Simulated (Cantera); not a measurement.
A Cantera script and its output.

```python
import numpy as np
import cantera as ct

gas = ct.Solution("gri30.yaml")
gas.TPX = 1175, 9900, {'N2O': 1, 'O2': 1.6}
reactor = ct.IdealGasConstPressureReactor(gas, energy="off", clone=False)
net = ct.ReactorNet([reactor])
net.rtol, net.atol = 1e-08, 1e-18
show = ['N2O', 'O2', 'N2', 'O', 'NO2', 'NO']
times = np.geomspace(4e-05, 2, 14)

steps = ct.SolutionArray(gas, extra=["t"])
rows = []
print(f"{'t/s':>10s}{'T/K':>9s}{'P/Pa':>11s}" + "".join(f"{s:>11s}" for s in show))
for t in times:
    while net.time < t:
        t_next = net.step()
        steps.append(gas.state, t=t_next)
    rows.append([np.interp(t, steps.t, y) for y in (steps.T, steps.P, *steps(*show).X.T)])
    print(f"{t:10.3e}{rows[-1][0]:9.1f}{rows[-1][1]:11.4g}" + "".join(f"{x:11.3e}" for x in rows[-1][2:]))
rate = np.gradient(steps.T, steps.t)
print("integrator steps:", len(steps.t))
if steps.T.max() > steps.T[0] + 200:
    print(f"time of steepest temperature rise: {steps.t[rate.argmax()]:.4e} s")
gas.TPX = 1175, 9900, {'N2O': 1, 'O2': 1.6}
gas.equilibrate("TP")
print(f"equilibrium (TP): T = {gas.T:.1f} K  " + "  ".join(f"{s} {gas[s].X[0]:.3e}" for s in show))
```

It prints:

```
       t/s      T/K       P/Pa        N2O         O2         N2          O        NO2         NO
 4.000e-05   1175.0       9900  3.846e-01  6.154e-01  3.165e-07  2.566e-07  2.168e-16  5.977e-09
 9.194e-05   1175.0       9900  3.846e-01  6.154e-01  7.986e-07  5.113e-07  3.389e-15  2.865e-08
 2.113e-04   1175.0       9900  3.846e-01  6.154e-01  2.111e-06  8.709e-07  5.065e-14  1.237e-07
 4.858e-04   1175.0       9900  3.846e-01  6.154e-01  5.620e-06  1.154e-06  5.942e-13  4.455e-07
 1.117e-03   1175.0       9900  3.846e-01  6.154e-01  1.421e-05  1.222e-06  4.867e-12  1.295e-06
 2.567e-03   1175.0       9900  3.846e-01  6.154e-01  3.410e-05  1.224e-06  3.093e-11  3.279e-06
 5.900e-03   1175.0       9900  3.845e-01  6.154e-01  7.981e-05  1.224e-06  1.758e-10  7.838e-06
 1.356e-02   1175.0       9900  3.844e-01  6.154e-01  1.849e-04  1.224e-06  9.468e-10  1.831e-05
 3.117e-02   1175.0       9900  3.841e-01  6.154e-01  4.261e-04  1.224e-06  4.928e-09  4.237e-05
 7.165e-02   1175.0       9900  3.834e-01  6.155e-01  9.799e-04  1.224e-06  2.435e-08  9.759e-05
 1.647e-01   1175.0       9900  3.818e-01  6.157e-01  2.248e-03  1.224e-06  1.108e-07  2.240e-04
 3.785e-01   1175.0       9900  3.782e-01  6.162e-01  5.141e-03  1.223e-06  4.314e-07  5.121e-04
 8.701e-01   1175.0       9900  3.700e-01  6.172e-01  1.167e-02  1.222e-06  1.348e-06  1.162e-03
 2.000e+00   1175.0       9900  3.520e-01  6.193e-01  2.605e-02  1.218e-06  3.467e-06  2.591e-03
integrator steps: 414
equilibrium (TP): T = 1175.0 K  N2O 2.664e-09  O2 6.773e-01  N2 3.225e-01  O 3.844e-08  NO2 2.000e-06  NO 1.859e-04
```

Computed with Cantera and GRI-Mech 3.0 (53 species, 325 reactions). GRI-Mech 3.0 was tuned for natural gas; its chemistry of N2O as a main component is partial and can be far from experiment. The mechanism lacks the step 2 NO + O2 → 2 NO2, which can matter for NO2 below about 1400 K. The temperature is held fixed by assumption; the heat of reaction is taken as removed at once.
